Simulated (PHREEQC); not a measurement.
A solution holds 18 mmol/kgw NaF, at 20 °C. Closed to the air; pH follows from the charge balance.

Model: ion-association model, phreeqc.dat, run in PHREEQC.

Precipitation was switched off in this run.

Problem. What pH, specific conductance does the model give?

Solution. pH 7.74; specific conductance 1520 µS/cm.
